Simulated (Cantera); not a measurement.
**Thermodynamics of oxide etching and cleaning by halides, feed B2O3 + BCl3 + N2**

Input: 1 mol B2O3, 4.4 mol BCl3, 11 mol N2, at 750 K and 0.158 Torr.

Method: chemical equilibrium by Gibbs-energy minimisation in Cantera with the NASA 1993 tables (ideal gas, pure condensed phases). Candidate condensed phases: B, BN, B2O3; 25 gas species. Rates play no part.

| Quantity | Result |
|---|---|
| x(N2) | 0.714 |
| x(BCl3) | 0.259 |
| x(B3O3Cl3) | 0.0264 |
| n(B2O3(l)) | 0.593 mol |
| gas amount | 15.40 mol |
| log10 activity of B(s) (absent) | -10.97 |
